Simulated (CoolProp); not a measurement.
Aqueous calcium chloride as a coolant, at -8 °C, 1 atm.

Computed with CoolProp (Melinder's fits for secondary coolants).

| mass % | freezing point (°C) | viscosity (mPa s) | conductivity (W/(m K)) | density (kg/m³) | Prandtl number |
|---|---|---|---|---|---|
| 14.2 | … | 3.27 | 0.540 | 1130 | 20.1 |
| 17.1 | -13.8 | 3.62 | 0.537 | 1157 | … |
| 20.1 | -18.4 | … | … | 1187 | 23.1 |
| 23 | -24.1 | 4.67 | 0.531 | 1218 | … |
| 25.9 | -31.7 | 5.45 | … | 1249 | 29.1 |
| 28.9 | -42.8 | 6.59 | 0.523 | 1283 | 34.4 |

**Question.** What belongs in the gaps?

**Answer.** 
- 14.2, freezing point (°C): -10.1
- 17.1, Prandtl number: 21.3
- 20.1, viscosity (mPa s): 4.08
- 20.1, conductivity (W/(m K)): 0.534
- 23, Prandtl number: 25.6
- 25.9, conductivity (W/(m K)): 0.527
